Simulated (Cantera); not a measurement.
Feed: 1 mol Si, 1.7 mol Cl₂, 1.1 mol H₂, held at 975 K and 1 atm.

Cantera equilibrium calculation (NASA polynomials, part measured and part estimated; ideal gas, pure solids and liquids). Candidate condensed phases: Si; 19 gas species. The tables' values for SiCl₃ are old estimates; treat these amounts as uncertain. Equilibrium is a limit: real reactors are often held back by kinetics, nucleation or transport.

Base state: H₂ 0.515, SiCl₄ 0.359, SiHCl₃ 0.110, HCl 0.00959, SiH₂Cl₂ 0.00355, SiCl₃ 0.00191, SiCl₂ 0.000288, SiH₃Cl 2.89e-5 (mole fractions); condensed: Si(s).

Q: What changes in the equilibrium state with this change: temperature from 975 K to 1148 K?

A: 
| species | before | after |
|---|---|---|
| H₂ | 0.515 | 0.500 |
| SiCl₄ | 0.359 | 0.344 |
| SiHCl₃ | 0.110 | 0.0999 |
| HCl | 0.00959 | 0.0345 |
| SiCl₃ | 0.00191 | 0.0128 |
| SiCl₂ | 0.000288 | 0.00523 |
| SiH₃Cl | 2.89e-5 | 3.57e-5 |
| SiH₂Cl₂ | 0.00355 | 0.00364 |
| Si(s), mol | 0.0976 | 0.104 |

Q: What changes in the equilibrium state with this change: pressure from 1 atm to 17.0 bar?

A: 
```json
[
 {"species": "H₂", "before": "0.515", "after": "0.483"},
 {"species": "SiCl₄", "before": "0.359", "after": "0.307"},
 {"species": "SiHCl₃", "before": "0.110", "after": "0.192"},
 {"species": "SiH₂Cl₂", "before": "0.00355", "after": "0.0126"},
 {"species": "SiH₃Cl", "before": "2.89e-5", "after": "0.000209"},
 {"species": "SiCl₂", "before": "0.000288", "after": "6.50e-5"},
 {"species": "SiCl₃", "before": "0.00191", "after": "0.000839"},
 {"species": "Si(s), mol", "before": "0.0976", "after": "0.0507"}
]
```
